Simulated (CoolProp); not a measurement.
Vapour-liquid equilibrium of R142b (1) + R113 (2) at -20.85 °C; x and y are mole fractions of (1).

Computed with CoolProp (multi-fluid Helmholtz-energy mixture model, Lemmon 2006 and Marx 1992; pair parameters Bell 2016).

```
x     bubble pressure, mixture model (MPa)  bubble pressure, Raoult's law (MPa)  y, mixture model  y, Raoult's law
----  ------------------------------------  -----------------------------------  ----------------  ---------------
0.05                              0.009181                             0.007769             0.486            0.395
0.2                                0.02038                              0.01623             0.800            0.756
0.35                               0.02963                              0.02470             0.884            0.870
0.5                                0.03748                              0.03317             0.924            0.925
0.65                               0.04453                              0.04163             0.951            0.958
0.8                                0.05141                              0.05010             0.973            0.980
0.95                               0.05874                              0.05856             0.993            0.996
```

The largest gap from Raoult's law is +25.6 % in bubble pressure, at x = 0.2. No azeotrope shows between x = 0.05 and 0.95.

The pair parameters rest on a limited set of measurements; away from them the model extrapolates.
